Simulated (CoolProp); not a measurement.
Vapour-liquid equilibrium of dimethyl carbonate (1) + n-decane (2) at 185.25 °C; x and y are mole fractions of (1).

Values from CoolProp's multi-fluid Helmholtz-energy mixture model, Zhou 2011 and Lemmon 2006; pair parameters Bell 2016.

| x | bubble pressure, mixture model (MPa) | bubble pressure, Raoult's law (MPa) | y, mixture model | y, Raoult's law |
|---|---|---|---|---|
| 0.05 | 0.2476 | 0.1782 | 0.462 | 0.289 |
| 0.2 | 0.5011 | 0.3126 | 0.745 | 0.659 |
| 0.35 | 0.6537 | 0.4470 | 0.816 | 0.806 |
| 0.5 | 0.7531 | 0.5814 | 0.853 | 0.885 |
| 0.65 | 0.8335 | 0.7158 | 0.884 | 0.935 |
| 0.8 | 0.9134 | 0.8502 | 0.921 | 0.969 |
| 0.95 | 0.9998 | 0.9847 | 0.976 | 0.993 |

The largest gap from Raoult's law is +60.3 % in bubble pressure, at x = 0.2. No azeotrope shows between x = 0.05 and 0.95.

The pair parameters rest on a limited set of measurements; away from them the model extrapolates. With so large a gap from Raoult's law the liquid may split in two, which this calculation doesn't test in full.
